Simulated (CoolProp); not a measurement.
Properties of nitrous oxide along the isotherm 198.2 K (Tc = 309.5 K, pc = 7245 kPa, ω = 0.161).

Computed with CoolProp (reference Helmholtz-energy equation of state, Lemmon 2006). It is a short technical equation, of lower accuracy than the large ones.

| p (kPa) | phase | Joule-Thomson coefficient (K/MPa) | isothermal compressibility (1/MPa) |
|---|---|---|---|
| 3020 | liquid | -0.2426 | ? |
| 6040 | liquid | ? | 0.001302 |
| 9060 | liquid | -0.2554 | 0.001253 |
| 12100 | liquid | ? | 0.001207 |
| 15100 | liquid | -0.2663 | 0.001166 |
| 18100 | liquid | ? | 0.001128 |
| 21100 | liquid | -0.2758 | 0.001092 |

Q: Complete the blanks.

A: 
- 3020, isothermal compressibility (1/MPa): 0.001355
- 6040, Joule-Thomson coefficient (K/MPa): -0.2493
- 12100, Joule-Thomson coefficient (K/MPa): -0.2611
- 18100, Joule-Thomson coefficient (K/MPa): -0.2712
